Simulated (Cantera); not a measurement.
## Adiabatic ignition

An adiabatic, constant-volume homogeneous reactor starts with CH4 : C2H6 : O2 : N2 = 1 : 0.083 : 1.91 : 7.18 (molar parts), equivalence ratio 1.2, at 1175 K and 10.0 bar.

Model: GRI-Mech 3.0 (53 species, 325 reactions), integrated in Cantera. Above 3000 K some thermodynamic fits are extrapolated.

```json
[
 {"t (s)": "3.00e-6", "T (K)": "1175", "P (bar)": "10.0", "x CH4": "0.0983", "x C2H6": "0.00816", "x O2": "0.188", "x H2O": "7.72e-10", "x OH": "1.82e-11", "x CH2CO": "<1e-12", "x NO": "<1e-12"},
 {"t (s)": "1.02e-5", "T (K)": "1175", "P (bar)": "10.00", "x CH4": "0.0983", "x C2H6": "0.00816", "x O2": "0.188", "x H2O": "8.82e-9", "x OH": "6.20e-11", "x CH2CO": "<1e-12", "x NO": "<1e-12"},
 {"t (s)": "3.44e-5", "T (K)": "1175", "P (bar)": "10.00", "x CH4": "0.0983", "x C2H6": "0.00816", "x O2": "0.188", "x H2O": "1.07e-7", "x OH": "2.32e-10", "x CH2CO": "<1e-12", "x NO": "<1e-12"},
 {"t (s)": "0.000116", "T (K)": "1175", "P (bar)": "10.0", "x CH4": "0.0983", "x C2H6": "0.00816", "x O2": "0.188", "x H2O": "1.72e-6", "x OH": "1.33e-9", "x CH2CO": "2.74e-11", "x NO": "<1e-12"},
 {"t (s)": "0.000393", "T (K)": "1175", "P (bar)": "10.0", "x CH4": "0.0982", "x C2H6": "0.00812", "x O2": "0.188", "x H2O": "6.95e-5", "x OH": "2.18e-8", "x CH2CO": "1.16e-8", "x NO": "<1e-12"},
 {"t (s)": "0.00133", "T (K)": "1235", "P (bar)": "10.5", "x CH4": "0.0915", "x C2H6": "0.00635", "x O2": "0.180", "x H2O": "0.00834", "x OH": "1.67e-6", "x CH2CO": "4.77e-5", "x NO": "<1e-12"},
 {"t (s)": "0.00451", "T (K)": "3021", "P (bar)": "27.2", "x CH4": "2.99e-12", "x C2H6": "<1e-12", "x O2": "0.00327", "x H2O": "0.173", "x OH": "0.0113", "x CH2CO": "<1e-12", "x NO": "0.00563"},
 {"t (s)": "0.0152", "T (K)": "3021", "P (bar)": "27.2", "x CH4": "2.99e-12", "x C2H6": "<1e-12", "x O2": "0.00327", "x H2O": "0.173", "x OH": "0.0113", "x CH2CO": "<1e-12", "x NO": "0.00563"},
 {"t (s)": "0.0516", "T (K)": "3021", "P (bar)": "27.2", "x CH4": "2.99e-12", "x C2H6": "<1e-12", "x O2": "0.00327", "x H2O": "0.173", "x OH": "0.0113", "x CH2CO": "<1e-12", "x NO": "0.00563"},
 {"t (s)": "0.175", "T (K)": "3021", "P (bar)": "27.2", "x CH4": "2.99e-12", "x C2H6": "<1e-12", "x O2": "0.00327", "x H2O": "0.173", "x OH": "0.0113", "x CH2CO": "<1e-12", "x NO": "0.00563"},
 {"t (s)": "0.591", "T (K)": "3021", "P (bar)": "27.2", "x CH4": "2.99e-12", "x C2H6": "<1e-12", "x O2": "0.00327", "x H2O": "0.173", "x OH": "0.0113", "x CH2CO": "<1e-12", "x NO": "0.00563"},
 {"t (s)": "2.00", "T (K)": "3021", "P (bar)": "27.2", "x CH4": "2.99e-12", "x C2H6": "<1e-12", "x O2": "0.00327", "x H2O": "0.173", "x OH": "0.0113", "x CH2CO": "<1e-12", "x NO": "0.00563"}
]
```
x: mole fraction; the columns are a selection and need not sum to one.

```yaml
time_of_steepest_temperature_rise: 1.46 ms
temperature at 2.00 s: 3021 K
equilibrium_temperature: 3021 K
x(CH4) at 2.00 s: 2.99e-12 (gas-phase equilibrium 3.54e-12)
x(C2H6) at 2.00 s: <1e-12 (gas-phase equilibrium <1e-12)
x(O2) at 2.00 s: 0.00327 (gas-phase equilibrium 0.00327)
```
